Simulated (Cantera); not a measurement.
Feed: 1 mol Fe(CO)5, 85 mol H2, at 0.100 bar.

These are equilibrium values from Cantera (NASA tables, ideal gas, pure condensed phases), not measurements of a reactor. Candidate condensed phases: C, C6H6, C7H8, C8H18, Fe, Fe(CO)5, FeO, Fe(OH)2, Fe(OH)3, Fe2O3, Fe3O4, H2O; 114 gas species. Equilibrium is a limit: real reactors are often held back by kinetics, nucleation or transport. All values below are at 975 K.

Base state: H2 0.938, CO 0.0499, CH4 0.00581, H2O 0.00536, CO2 0.000456 (mole fractions); condensed: Fe(α).

Task: What changes in the equilibrium state with this change: pressure from 0.100 bar to 1 atm?

Result: 
| species | before | after |
|---|---|---|
| H2 | 0.938 | 0.906 |
| CH4 | 0.00581 | 0.0363 |
| H2O | 0.00536 | 0.0349 |
| CO | 0.0499 | 0.0220 |
| CO2 | 0.000456 | 0.00135 |
| Fe(α), mol | 1.00 | 1.00 |
